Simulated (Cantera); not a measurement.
Input: 1 mol SiCl4, 3.5 mol O3, at 19.0 Pa.

Cantera equilibrium calculation (NASA polynomials, part measured and part estimated; ideal gas, pure solids and liquids). Candidate condensed phases: Si, SiO2; 15 gas species. The tables hold silica as quartz up to 1696 K and as liquid above; real silica turns to tridymite and cristobalite and melts near 1996 K. The numbers say what is thermodynamically allowed, not how fast it happens.

### Question
Which condensed phases are stable at each of these points (T (K)): 1198, 1298, 1398, 1498, 1598, 1698, 1798, 1898, 1998, 2098?

### Answer
```json
[
 {"T (K)": "1198", "condensed phases": "SiO2(β-quartz)", "Si condensed (%)": "100.0"},
 {"T (K)": "1298", "condensed phases": "SiO2(β-quartz)", "Si condensed (%)": "100.0"},
 {"T (K)": "1398", "condensed phases": "SiO2(β-quartz)", "Si condensed (%)": "100.0"},
 {"T (K)": "1498", "condensed phases": "SiO2(β-quartz)", "Si condensed (%)": "100.0"},
 {"T (K)": "1598", "condensed phases": "SiO2(β-quartz)", "Si condensed (%)": "100.0"},
 {"T (K)": "1698", "condensed phases": "SiO2(condensed)", "Si condensed (%)": "100.0"},
 {"T (K)": "1798", "condensed phases": "SiO2(condensed)", "Si condensed (%)": "99.9"},
 {"T (K)": "1898", "condensed phases": "SiO2(condensed)", "Si condensed (%)": "99.1"},
 {"T (K)": "1998", "condensed phases": "SiO2(l)", "Si condensed (%)": "89.6"},
 {"T (K)": "2098", "condensed phases": "gas only", "Si condensed (%)": "0.0"}
]
```

From 1198 K to 1598 K the condensed part is SiO2(β-quartz). From 1698 K to 1898 K the condensed part is SiO2(condensed). At 1998 K the condensed part is SiO2(l). At 2098 K nothing is condensed.
